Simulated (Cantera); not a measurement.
Premixed flame

A freely propagating, adiabatic, planar premixed flame of H2 : O2 : N2 = 1 : 0.333 : 1.25 (molar parts), equivalence ratio 1.5, unburnt at 650 K and 0.987 atm; unity-Lewis-number transport, grid criteria slope 0.08 and curve 0.16, no radiation.

Computed with Cantera and the H2/O2 subset of GRI-Mech 3.0, which has no nitrogen chemistry. Unity Lewis numbers drop preferential diffusion, which matters most where H2 and H carry the flame. Burning velocities carry a grid error of a few per cent, more on coarse grids.

| z (mm) | T (K) | u (m/s) | x H2 | x O2 | x HO2 | x H | x H2O | x OH |
|---|---|---|---|---|---|---|---|---|
| -1.14 | 650 | 6.46 | 0.387 | 0.129 | <1e-8 | <1e-8 | <1e-8 | <1e-8 |
| -0.762 | 650 | 6.46 | 0.387 | 0.129 | 1.59e-8 | <1e-8 | 2.14e-7 | <1e-8 |
| -0.571 | 650 | 6.46 | 0.387 | 0.129 | 1.42e-7 | <1e-8 | 1.91e-6 | <1e-8 |
| -0.381 | 650 | 6.46 | 0.387 | 0.129 | 2.82e-6 | 1.87e-8 | 3.87e-5 | <1e-8 |
| -0.190 | 679 | 6.73 | 0.384 | 0.127 | 0.000149 | 0.000120 | 0.00376 | 1.77e-5 |
| -0.0952 | 890 | 8.71 | 0.352 | 0.112 | 0.000149 | 0.00674 | 0.0371 | 0.000460 |
| 0 | 1321 | 12.6 | 0.224 | 0.0560 | 5.39e-5 | 0.0595 | 0.148 | 0.00357 |
| 0.0952 | 1597 | 14.9 | 0.132 | 0.0157 | 1.35e-5 | 0.0969 | 0.226 | 0.00850 |
| 0.190 | 1731 | 16.0 | 0.120 | 0.00760 | 5.99e-6 | 0.0925 | 0.243 | 0.0108 |
| 0.381 | 1880 | 17.2 | 0.124 | 0.00507 | 3.62e-6 | 0.0760 | 0.252 | 0.0121 |
| 0.762 | 2032 | 18.4 | 0.130 | 0.00349 | 2.31e-6 | 0.0584 | 0.260 | 0.0123 |
| 1.52 | 2176 | 19.4 | 0.135 | 0.00210 | 1.38e-6 | 0.0421 | 0.269 | 0.0113 |
| 3.05 | 2297 | 20.3 | 0.139 | 0.00110 | 7.60e-7 | 0.0287 | 0.277 | 0.00918 |
x: mole fraction of selected species; z is measured from the peak of heat release.

laminar burning velocity: 646 cm/s
thermal thickness: 0.381 mm
peak x(HO2): 0.000199
peak x(H): 0.0976
peak x(OH): 0.0124
grid points: 129
